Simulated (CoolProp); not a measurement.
Vapour-liquid equilibrium of R143a (1) + n-butane (2) at 476 kPa; x and y are mole fractions of (1).

Values from CoolProp's multi-fluid Helmholtz-energy mixture model, Lemmon and Jacobsen 2000 and Bücker 2006; pair parameters Bell 2016.

Problem. Give the bubble temperature and the first vapour's composition at x = 0.65, 0.725, 0.8. Is there an azeotrope?

Solution. x = 0.65: -3.5 °C, y = 0.862; x = 0.725: -4.5 °C, y = 0.881; x = 0.8: -5.6 °C, y = 0.903. No azeotrope shows between x = 0.05 and 0.95.

Pair parameters are fitted to limited data, so mixtures are less certain than the pure fluids. With so large a gap from Raoult's law the liquid may split in two, which this calculation doesn't test in full.
